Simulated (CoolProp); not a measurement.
500 sccm (0 °C, 1 atm) of nitrogen bubbles through liquid octamethyltrisiloxane (MDM) at 318.3 K and leaves saturated at a total pressure of 0.0258 MPa (ideal gas phase). Each further row changes one setting.

Values from CoolProp's reference Helmholtz-energy equation of state, Thol 2017.

```csv
case,vapour pressure (kPa),mole fraction of vapour,delivery (mg/min),delivery (sccm),change of delivery for a bath 1 K warmer (%)
as stated,1.68,…,…,…,6.1
bath temperature 323.3 K,2.20,0.0854,…,46.7,…
total pressure 0.0516 MPa,1.68,…,178,…,…
```

Question: Some entries are withheld; supply them.

Answer: 
- as stated, mole fraction of vapour: 0.0651
- as stated, delivery (mg/min): 368
- as stated, delivery (sccm): 34.8
- bath temperature 323.3 K, delivery (mg/min): 493
- bath temperature 323.3 K, change of delivery for a bath 1 K warmer (%): 6.0
- total pressure 0.0516 MPa, mole fraction of vapour: 0.0326
- total pressure 0.0516 MPa, delivery (sccm): 16.8
- total pressure 0.0516 MPa, change of delivery for a bath 1 K warmer (%): 5.9
